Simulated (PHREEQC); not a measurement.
Consider water at 20 °C with 0.0066 mol/kgw CuCl2, 0.0019 mol/kgw HCl and 0.00021 mol/kgw KCl. Closed to the air; pH follows from the charge balance.

The numbers come from PHREEQC with the ion-association model, phreeqc.dat.

Q: The ionic strength comes out as 0.0217 mol/kgw. What activity coefficients do K+, CuCl+, H+, Cl-, Cu+2 get?

A: K+ 0.86, CuCl+ 0.87, H+ 0.89, Cl- 0.86, Cu+2 0.59.

This is a speciation only: nothing precipitates in the calculation.
